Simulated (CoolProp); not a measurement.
Properties of dry air along the isobar 1.89 MPa.

Model: reference Helmholtz-energy equation of state, Lemmon 2000, in CoolProp. It is a pseudo-pure fit of the blend.

| T (K) | phase | density (kg/m³) | isothermal compressibility (1/MPa) | expansivity (1/kK) | Prandtl number |
|---|---|---|---|---|---|
| 70.3 | liquid | 916.9 | 0.002063 | 4.625 | 2.91 |
| 81 | liquid | 870.1 | 0.002868 | 5.215 | 2.22 |
| 91.6 | liquid | 819.6 | 0.004240 | 6.146 | 1.89 |
| 102.2 | liquid | 761.9 | 0.006988 | 7.807 | 1.76 |
| 134.1 | gas | 60.33 | 0.6725 | 13.96 | 0.954 |
| 144.8 | gas | 52.89 | 0.6246 | 10.97 | 0.881 |
| 155.4 | gas | 47.55 | 0.5979 | 9.220 | 0.839 |
| 166 | gas | 43.41 | 0.5808 | 8.039 | 0.812 |
| 176.6 | gas | 40.06 | 0.5689 | 7.174 | 0.793 |
| 187.3 | gas | 37.24 | 0.5603 | 6.502 | 0.779 |
| 197.9 | gas | 34.86 | 0.5539 | 5.968 | 0.768 |
| 208.5 | gas | 32.80 | 0.5489 | 5.529 | 0.759 |
| 219.2 | gas | 30.98 | 0.5450 | 5.156 | 0.752 |
| 229.8 | gas | 29.38 | 0.5419 | 4.839 | 0.746 |

Viscosity comes from a separate model (Lemmon 2004). Thermal conductivity comes from a separate model (Lemmon 2004).
